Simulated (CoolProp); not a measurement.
Vapour-liquid equilibrium of R22 (1) + R152A (2) at 307 K; x and y are mole fractions of (1).

Model: multi-fluid Helmholtz-energy mixture model, Kamei 1995 and Outcalt 1996; pair parameters Bell 2016, in CoolProp.

Give the bubble pressure and the first vapour's composition at x = 0.05, 0.5, 0.575. Is there an azeotrope?

x = 0.05: 0.7887 MPa, y = 0.069; x = 0.5: 0.9967 MPa, y = 0.601; x = 0.575: 1.038 MPa, y = 0.675. No azeotrope shows between x = 0.05 and 0.95.

The pair parameters rest on a limited set of measurements; away from them the model extrapolates.
